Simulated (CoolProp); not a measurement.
Model: reference Helmholtz-energy equation of state, Lemmon 2006, in CoolProp. It is a short technical equation, of lower accuracy than the large ones.

Q: Give the vapour pressure (MPa), liquid density (kg/m³), vapour density (kg/m³), enthalpy of vaporisation (kJ/kg) of saturated carbonyl sulfide at 224.6 K.

A: 
| T (K) | p (MPa) | liquid density (kg/m³) | vapour density (kg/m³) | enthalpy of vaporisation (kJ/kg) |
|---|---|---|---|---|
| 224.6 | 0.109 | 1170 | 3.62 | 308 |
